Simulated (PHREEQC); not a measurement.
# Brine: an equilibrium model

A solution holds 0.78 mol HCl and 0.09 mol CaCl2 per kg of water, at 18 °C. Closed to the air; pH follows from the charge balance.

Computed with PHREEQC (Pitzer model, pitzer.dat).

This is a speciation only: nothing precipitates in the calculation.

**Question.** What pH, osmotic coefficient, density does the model give?

**Answer.** pH 0.08; osmotic coefficient 1.024; density 1.020 g/cm³.

Species that the database lacks are ignored. In brines, pH and single-ion activities rest on the MacInnes convention.
